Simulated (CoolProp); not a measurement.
Saturated liquid density (kg/m³) of C2F6 (R116): the reference equation beside estimates from Tc = 293.0 K, pc = 3048 kPa, ω = 0.257.

Model: reference Helmholtz-energy equation of state, Lemmon 2006, in CoolProp. It is a short technical equation, of lower accuracy than the large ones.

```csv
T (K),reference,van der Waals,Redlich-Kwong
183.7,1654,1044,?
187.3,1639,1035,?
191,1623,1025,1498
194.7,1606,1015,1481
198.4,1590,1005,1463
202.1,?,994.2,1444
205.8,1556,983.4,1425
209.4,1539,972.7,1406
213.1,?,?,1386
```

Problem. Complete the blanks.

Solution. 
- 183.7, Redlich-Kwong: 1532
- 187.3, Redlich-Kwong: 1516
- 202.1, reference: 1573
- 213.1, reference: 1522
- 213.1, van der Waals: 961.4

Absolute difference from the reference over all 9 rows, mean and median: van der Waals 36.8 and 36.8 %, Redlich-Kwong 8.1 and 8.0 %.
